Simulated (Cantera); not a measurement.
Input: 1 mol Fe, 0.8 mol H₂S, 75 mol CO, held at 23.0 Pa.

Method: chemical equilibrium by Gibbs-energy minimisation in Cantera with the NASA 1993 tables (ideal gas, pure condensed phases). Candidate condensed phases: C, C₆H₆, C₇H₈, C₈H₁₈, Fe, Fe(CO)₅, FeO, Fe(OH)₂, Fe(OH)₃, FeS, FeSO₄, FeS₂, Fe₂O₃, Fe₂(SO₄)₃, Fe₃O₄, H₂O, H₂SO₄, S; 127 gas species. FeS: taken at fixed stoichiometry. Condensed phases not in the tables: cementite and carbon dissolved in iron. The numbers say what is thermodynamically allowed, not how fast it happens. All values below are at 998 K.

Base state: CO 0.989, H₂ 0.0105, CO₂ 0.000133, COS 3.39e-5, H₂S 1.14e-5 (mole fractions); condensed: C(graphite) + Fe(α) + FeS(s).

Task: What changes in the equilibrium state with this change: pressure from 23.0 Pa to 15.0 bar?

Result: 
| species | before | after |
|---|---|---|
| CO₂ | 0.000133 | 0.701 |
| CO | 0.989 | 0.281 |
| H₂O | 9.80e-7 | 0.0113 |
| H₂ | 0.0105 | 0.00658 |
| CH₄ | 2.49e-9 | 6.34e-5 |
| H₂S | 1.14e-5 | 6.91e-5 |
| COS | 3.39e-5 | 9.32e-5 |
| C(graphite), mol | 0.0100 | 31.6 |
| Fe(α), mol | 0.204 | 0 |
| FeS(s), mol | 0.796 | 0.793 |
| FeO(s), mol | 0 | 0.207 |
The tables' stoichiometric FeO is somewhat more stable than real wüstite, so its field is too wide. FeO, FeS: taken at fixed stoichiometry.
